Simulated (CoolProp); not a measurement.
Dodecamethylcyclohexasiloxane (D6) along the isobar 101 kPa: density (kg/m³) from the reference equation and from simpler models built on Tc = 645.8 K, pc = 961.4 kPa, ω = 0.736; each cubic takes its own stable root.

Model: reference Helmholtz-energy equation of state, Colonna 2008, in CoolProp. It is a short technical equation, of lower accuracy than the large ones.

```csv
T (K),phase,reference
292.3,liquid,974.9
304.1,liquid,961.9
315.9,liquid,949.0
327.7,liquid,936.0
339.5,liquid,923.0
351.3,liquid,909.9
363.1,liquid,896.7
375,liquid,883.4
386.8,liquid,870.1
398.6,liquid,856.6
410.4,liquid,843.0
422.2,liquid,829.2
434,liquid,815.2
```

Question: How far does each simpler model (van der Waals, Redlich-Kwong, Peng-Robinson) lie from the reference over these 13 states: mean and median of the absolute difference, and the worst?

Answer: 
- van der Waals: mean 56.6 %, median 44.4 %, worst -98.3 % at 434 K and 101 kPa
- Redlich-Kwong: mean 17.1 %, median 17.0 %, worst -18.2 % at 292.3 K and 101 kPa
- Peng-Robinson: mean 1.9 %, median 2.0 %, worst +3.6 % at 434 K and 101 kPa

At some of these states van der Waals gives the other phase, because its saturation line lies elsewhere.
